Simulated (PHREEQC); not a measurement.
A solution holds 0.071 mol HF, 0.026 mol H2SiF6, 3.5e-05 mol HBF4 and 6.4e-05 mol HCl per kg of water, at 25 °C. Closed to the air; pH follows from the charge balance.

The numbers come from PHREEQC with the ion-association model, phreeqc.dat.

Each row changes one thing in this solution. Precipitation was switched off in this run.

```tsv
case	pH	ionic strength (mol/kgw)	HF (mol/kgw)	F- (mol/kgw)	HF2- (mol/kgw)	H4SiO4 (mol/kgw)	SI of Quartz (SiO2)
as made	1.35	0.0798	0.0689	0.00134	0.000354	1.29e-9	-4.90
diluted 10-fold with water	2.26	0.00864	0.00627	0.000833	2.00e-5	6.68e-6	-1.19
temperature from 25 to 90 °C	1.37	0.0779	0.0719	0.000415	0.000123	0.000264	-0.37
HCl from 6.4e-05 to 0.000128 mol/kgw	1.35	0.0799	0.0689	0.00134	0.000354	1.29e-9	-4.90
HBF4 left out	1.35	0.0798	0.0689	0.00134	0.000354	1.29e-9	-4.90
```

Constants without temperature data keep their 25 °C values here. SiF6-2 is the database's only silicon fluoride. Real BF4- forms and hydrolyses slowly; the run takes it at equilibrium.
